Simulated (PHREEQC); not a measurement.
**Copper plating or etch bath (model solution)**

Make-up at 20 °C: 0.0064 mol CuCl2, 0.0012 mol HCl and 0.0011 mol H3BO3 per kg of water. Closed to the air; pH follows from the charge balance.

Equilibrium calculation in PHREEQC: ion-association model, wateq4f.dat.

Each row changes one thing in this solution. This is a speciation only: nothing precipitates in the calculation.

| case | pH | ionic strength (mol/kgw) | CuCl+ (mol/kgw) | CuCl2 (mol/kgw) | CuOH+ (mol/kgw) | Cu2(OH)2+2 (mol/kgw) | SI of Tenorite (CuO) | SI of Cu(OH)2 (Cu(OH)2) |
|---|---|---|---|---|---|---|---|---|
| as made | 2.97 | 0.0202 | 0.000109 | 5.79e-7 | 4.04e-8 | 5.65e-10 | -4.29 | -5.31 |
| H3BO3 from 0.0011 to 0.00121 mol/kgw | 2.97 | 0.0202 | 0.000109 | 5.79e-7 | 4.04e-8 | 5.65e-10 | -4.29 | -5.31 |
| H3BO3 left out | 2.97 | 0.0202 | 0.000109 | 5.79e-7 | 4.04e-8 | 5.65e-10 | -4.29 | -5.31 |
| 0.0042 mol/kgw NaHSO4 added | 2.38 | 0.0281 | ? | ? | 8.47e-9 | 2.58e-11 | -5.57 | -6.59 |
| diluted 2-fold with water | 3.26 | 0.0101 | 3.13e-5 | 8.98e-8 | 4.33e-8 | 6.09e-10 | -3.96 | -4.98 |
| HCl from 0.0012 to 0.00024 mol/kgw | 3.67 | ? | 0.000103 | 5.10e-7 | 2.03e-7 | 1.42e-8 | -2.89 | -3.91 |
| temperature from 20 to 65 °C | ? | 0.0191 | ? | 5.15e-6 | 3.62e-8 | 2.54e-8 | -2.83 | -3.85 |

**Question.** What belongs in the gaps?

**Answer.** 
- 0.0042 mol/kgw NaHSO4 added, CuCl+ (mol/kgw): 8.82e-5
- 0.0042 mol/kgw NaHSO4 added, CuCl2 (mol/kgw): 4.49e-7
- HCl from 0.0012 to 0.00024 mol/kgw, ionic strength (mol/kgw): 0.0192
- temperature from 20 to 65 °C, pH: 2.98
- temperature from 20 to 65 °C, CuCl+ (mol/kgw): 0.000666

Complexes and solids missing from the database can't appear. Away from 25 °C the constants follow the database's enthalpies or fits; those with neither stay at their 25 °C values.
